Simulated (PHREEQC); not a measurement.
A solution holds 0.0071 mol/kgw Pb(NO3)2, at 35 °C. Closed to the air; pH follows from the charge balance.

All values are PHREEQC results (ion-association model, wateq4f.dat), not measurements.

Each row changes one thing in this solution. No solid was allowed to form.

| case | pH | ionic strength (mol/kgw) |
|---|---|---|
| as made | 5.02 | 0.0199 |
| Pb(NO3)2 from 0.0071 to 0.00781 mol/kgw | … | 0.0217 |
| diluted 100-fold with water | 5.94 | … |
| Pb(NO3)2 replaced by Mn(NO3)2 at the same molality | … | 0.0213 |
| diluted 5-fold with water | 5.34 | 0.00417 |
| Pb(NO3)2 from 0.0071 to 0.00355 mol/kgw | 5.16 | … |

**Question.** Fill in the missing entries.

**Answer.** 
- Pb(NO3)2 from 0.0071 to 0.00781 mol/kgw, pH: 5.00
- diluted 100-fold with water, ionic strength (mol/kgw): 0.000212
- Pb(NO3)2 replaced by Mn(NO3)2 at the same molality, pH: 6.29
- Pb(NO3)2 from 0.0071 to 0.00355 mol/kgw, ionic strength (mol/kgw): 0.0102

Species that the database lacks are ignored.
